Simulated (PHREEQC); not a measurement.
Leach liquor: speciation

Solution (25 °C): 0.033 mol HCl, 0.027 mol ZnSO4 and 6.6e-05 mol MgSO4 per kg of water. Closed to the air; pH follows from the charge balance.

Computed with PHREEQC (ion-association model, phreeqc.dat).

This is a speciation only: nothing precipitates in the calculation.

Problem. Predict the pH.

Solution. pH 1.71.

Problem. In which forms is Zn present?

Solution. Zn+2 71 %, ZnSO4 24 %, ZnCl+ 2.4 %, Zn(SO4)2-2 2.0 % of the Zn.
